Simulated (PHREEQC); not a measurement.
Polishing slurry liquid: speciation

Make-up at 7 °C: 0.0015 mol/kgw HNO3, 0.00024 mol/kgw Fe(NO3)3 and 0.23 mol/kgw CuSO4. Closed to the air; pH follows from the charge balance.

Computed with PHREEQC (ion-association model, wateq4f.dat).

Precipitation was switched off in this run.

Estimate the pH, ionic strength, activity of water.

pH 3.39; ionic strength 0.447 mol/kgw; activity of water 0.994.

In which forms is S present?

CuSO4 51 %, SO4-2 48 % of the S.

Saturation is exceeded, for instance for Hematite (slow to form), Goethite (slow to form); the values hold only as long as no solid forms. Constants without temperature data keep their 25 °C values here.
